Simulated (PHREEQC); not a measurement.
Consider water at 25 °C with 0.19 mol HNO3, 0.0098 mol CuSO4, 0.0041 mol MnSO4 and 0.063 mol AgNO3 per kg of water. Closed to the air; pH follows from the charge balance.

The numbers come from PHREEQC with the ion-association model, wateq4f.dat.

Q: The ionic strength comes out as 0.281 mol/kgw. What activity coefficients do Ag+, H+, Cu+2, Mn+2, SO4-2 get?

A: Ag+ 0.73, H+ 0.79, Cu+2 0.30, Mn+2 0.30, SO4-2 0.26.

This is a speciation only: nothing precipitates in the calculation.
